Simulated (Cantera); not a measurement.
# Equilibrium for abatement and gas-phase synthesis: H₂S + H₂

Input: 1 mol H₂S, 0.095 mol H₂, at 7.50 Torr.

Method: chemical equilibrium by Gibbs-energy minimisation in Cantera with the NASA 1993 tables (ideal gas, pure condensed phases). Candidate condensed phases: S; 7 gas species. The numbers say what is thermodynamically allowed, not how fast it happens.

From 1875 K to 2175 K nothing is condensed.

| T (K) | x H₂ | x S₂ | x S | x SH | x H | x H₂S |
|---|---|---|---|---|---|---|
| 1875 | 0.649 | 0.286 | 0.00711 | 0.0229 | 0.00528 | 0.0295 |
| 1900 | 0.648 | 0.285 | 0.00853 | 0.0243 | 0.00639 | 0.0272 |
| 1925 | 0.647 | 0.284 | 0.0102 | 0.0258 | 0.00769 | 0.0252 |
| 1950 | 0.646 | 0.282 | 0.0121 | 0.0272 | 0.00921 | 0.0233 |
| 1975 | 0.644 | 0.281 | 0.0143 | 0.0287 | 0.0110 | 0.0216 |
| 2000 | 0.642 | 0.278 | 0.0168 | 0.0302 | 0.0130 | 0.0200 |
| 2025 | 0.639 | 0.276 | 0.0196 | 0.0317 | 0.0154 | 0.0185 |
| 2050 | 0.636 | 0.273 | 0.0229 | 0.0332 | 0.0181 | 0.0172 |
| 2075 | 0.632 | 0.270 | 0.0265 | 0.0347 | 0.0212 | 0.0159 |
| 2100 | 0.627 | 0.266 | 0.0306 | 0.0361 | 0.0247 | 0.0148 |
| 2125 | 0.623 | 0.262 | 0.0352 | 0.0375 | 0.0287 | 0.0137 |
| 2150 | 0.617 | 0.258 | 0.0403 | 0.0389 | 0.0331 | 0.0127 |
| 2175 | 0.611 | 0.253 | 0.0459 | 0.0402 | 0.0382 | 0.0117 |
x: gas mole fraction; nothing condenses.
